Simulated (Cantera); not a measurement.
A perfectly stirred reactor is fed with 24.1 % H₂, 12.0 % O₂, 45.3 % N₂, 18.6 % H₂O, at 1.50 bar; it is adiabatic with a 400 K inlet, and is followed from long to short residence time, starting on the burning branch (τ in s: 0.046, 0.02, 0.0087, 0.0038, 0.0017, 0.00073, 0.00032, 0.00014, 6.1e-05, 2.7e-05).

Model: the H2/O2 subset of GRI-Mech 3.0, which has no nitrogen chemistry, integrated in Cantera.

x: mole fraction; the columns are a selection and need not sum to one.

| τ (s) | T (K) | x H₂ | x O₂ | x H₂O | x OH | x H₂O₂ | x HO₂ |
|---|---|---|---|---|---|---|---|
| 0.046 | 2061 | 0.00811 | 0.00337 | 0.473 | 0.00295 | ___ | 9.06e-7 |
| 0.020 | 2046 | 0.0100 | 0.00420 | 0.470 | 0.00355 | ___ | 1.47e-6 |
| 0.0087 | 2024 | 0.0126 | 0.00533 | 0.466 | 0.00433 | ___ | 2.46e-6 |
| 0.0038 | 1994 | 0.0158 | 0.00682 | 0.460 | 0.00527 | ___ | 4.12e-6 |
| 0.0017 | 1956 | 0.0198 | 0.00869 | 0.454 | 0.00632 | ___ | 6.69e-6 |
| 0.00073 | 1902 | 0.0249 | 0.0112 | 0.445 | 0.00745 | ___ | 1.09e-5 |
| 0.00032 | 1832 | 0.0306 | 0.0143 | 0.434 | 0.00839 | ___ | 1.69e-5 |
| 0.00014 | 1744 | 0.0372 | 0.0182 | 0.422 | 0.00885 | ___ | 2.58e-5 |
| 6.1e-5 | 1635 | 0.0450 | 0.0233 | 0.407 | 0.00846 | ___ | 3.93e-5 |
| 2.7e-5 | 1498 | 0.0578 | 0.0312 | 0.387 | 0.00683 | ___ | 6.33e-5 |

Task: What belongs in the gaps?

Result: 
- 0.046, x H₂O₂: 1.42e-7
- 0.020, x H₂O₂: 1.98e-7
- 0.0087, x H₂O₂: 2.79e-7
- 0.0038, x H₂O₂: 3.93e-7
- 0.0017, x H₂O₂: 5.48e-7
- 0.00073, x H₂O₂: 7.92e-7
- 0.00032, x H₂O₂: 1.19e-6
- 0.00014, x H₂O₂: 1.91e-6
- 6.1e-5, x H₂O₂: 3.36e-6
- 2.7e-5, x H₂O₂: 6.14e-6
